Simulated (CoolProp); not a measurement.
Propylene at 298.15 K and 0.903 MPa is throttled through a valve to 0.376 MPa with no heat exchange. Each further row changes one setting.

The numbers come from the reference Helmholtz-energy equation of state, Lemmon 2013 in CoolProp.

| case | temperature change (K) | final density (kg/m³) |
|---|---|---|
| as stated | -10.6 | 7.06 |
| outlet pressure 0.113 MPa | -16.0 | 2.07 |
| outlet pressure 0.489 MPa | -8.4 | 9.29 |
